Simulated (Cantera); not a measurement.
**Stirred combustor or abatement burner**

A perfectly stirred reactor is fed with CH4 : CO : O2 : N2 : H2O = 1 : 0.53 : 2.27 : 8.52 : 0.63 (molar parts), equivalence ratio 1.00, at 1.01 bar; it is adiabatic with a 375 K inlet, and is followed from long to short residence time, starting on the burning branch (τ in s: 0.083, 0.044, 0.023, 0.013, 0.0067, 0.0035, 0.0019, 0.001, 0.00054, 0.00029, 0.00015, 8.1e-05).

Model: GRI-Mech 3.0 (53 species, 325 reactions), integrated in Cantera.

```tsv
τ (s)	T (K)	x CH4	x CO	x O2	x H	x C2H	x CH2CO	x NO
0.083	2193	4.02e-6	0.0119	0.00715	0.000556	4.09e-12	1.46e-9	0.000706
0.044	2179	6.56e-6	0.0132	0.00801	0.000700	9.55e-12	2.66e-9	0.000529
0.023	2159	1.05e-5	0.0149	0.00918	0.000937	2.03e-11	4.74e-9	0.000394
0.013	2136	1.57e-5	0.0168	0.0105	0.00125	3.65e-11	7.62e-9	0.000304
0.0067	2102	2.50e-5	0.0194	0.0122	0.00180	6.74e-11	1.27e-8	0.000225
0.0035	2063	3.96e-5	0.0222	0.0142	0.00257	1.19e-10	2.06e-8	0.000167
0.0019	2020	6.24e-5	0.0251	0.0163	0.00356	2.02e-10	3.24e-8	0.000125
0.0010	1969	0.000103	0.0284	0.0188	0.00489	3.59e-10	5.44e-8	9.06e-5
0.00054	1915	0.000175	0.0319	0.0215	0.00640	6.53e-10	9.66e-8	6.50e-5
0.00029	1855	0.000315	0.0362	0.0248	0.00793	1.27e-9	1.97e-7	4.46e-5
0.00015	1781	0.000662	0.0430	0.0299	0.00891	2.84e-9	5.44e-7	2.71e-5
8.1e-5	1666	0.00213	0.0581	0.0419	0.00670	8.20e-9	3.55e-6	1.08e-5
```
x: mole fraction; the columns are a selection and need not sum to one.
